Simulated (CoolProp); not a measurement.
R11 along the isotherm 111.45 °C: fugacity coefficient from the reference equation and from simpler models built on Tc = 198.0 °C, pc = 4408 kPa, ω = 0.189; each cubic takes its own stable root.

Model: reference Helmholtz-energy equation of state, Jacobsen 1992, in CoolProp.

```tsv
p (kPa)	phase	reference	van der Waals	Redlich-Kwong	Soave-Redlich-Kwong	Peng-Robinson
1220	liquid	0.7301	0.8672	0.8347	0.7392	0.7238
2450	liquid	0.3793	0.6227	0.4440	0.3855	0.3754
3670	liquid	0.2640	0.4438	0.3105	0.2692	0.2608
4900	liquid	0.2062	0.3545	0.2436	0.2109	0.2033
6120	liquid	0.1721	0.3023	0.2041	0.1765	0.1692
7350	liquid	0.1493	0.2679	0.1778	0.1536	0.1465
8570	liquid	0.1334	0.2442	0.1594	0.1376	0.1306
9790	liquid	0.1216	0.2271	0.1458	0.1257	0.1188
11000	liquid	0.1127	0.2144	0.1355	0.1167	0.1097
```

At some of these states van der Waals, Redlich-Kwong gives the other phase, because its saturation line lies elsewhere.
